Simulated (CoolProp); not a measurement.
Properties of dodecamethylcyclohexasiloxane (D6) along the isobar 6.89 bar.

Model: reference Helmholtz-energy equation of state, Colonna 2008, in CoolProp. It is a short technical equation, of lower accuracy than the large ones.

```csv
T (°C),phase,density (kg/m³),speed of sound (m/s),expansivity (1/kK)
75.25,liquid,915.0,591.1,1.202
81.45,liquid,908.2,?,1.214
87.65,liquid,?,572.0,?
93.85,liquid,894.5,562.6,1.240
100.05,liquid,887.6,553.1,1.253
106.35,liquid,880.5,543.5,1.268
112.55,liquid,873.6,534.1,1.284
118.75,liquid,?,524.7,1.300
124.95,liquid,?,515.4,1.317
131.15,liquid,?,506.0,1.335
```

Task: What belongs in the gaps?

Result: 
- 81.45, speed of sound (m/s): 581.6
- 87.65, density (kg/m³): 901.3
- 87.65, expansivity (1/kK): 1.226
- 118.75, density (kg/m³): 866.6
- 124.95, density (kg/m³): 859.6
- 131.15, density (kg/m³): 852.6
